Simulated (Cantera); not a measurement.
Feed: 1 mol CCl4, 0.19 mol CH4, at 1700 °C and 1.70 Pa.

Cantera equilibrium calculation (NASA polynomials, part measured and part estimated; ideal gas, pure solids and liquids). Rates play no part.

| species | before | after |
|---|---|---|
| Cl2 | 2.56e-5 | 0.680 |
| HCl | 0.165 | 0.319 |
| Cl | 0.816 | 0.00103 |
| H | 0.0162 | <1e-9 |
| H2 | 0.00246 | <1e-9 |
| C(graphite), mol | 1.19 | 1.19 |
Gas species are given as mole fractions.

Problem. Which change was made?
A. temperature from 1700 °C to 502 °C
B. CH4 from 0.19 to 0.0074 mol
C. pressure from 1.70 Pa to 11.0 mbar
D. CH4 from 0.19 to 1.8 mol

Solution. A, temperature from 1700 °C to 502 °C
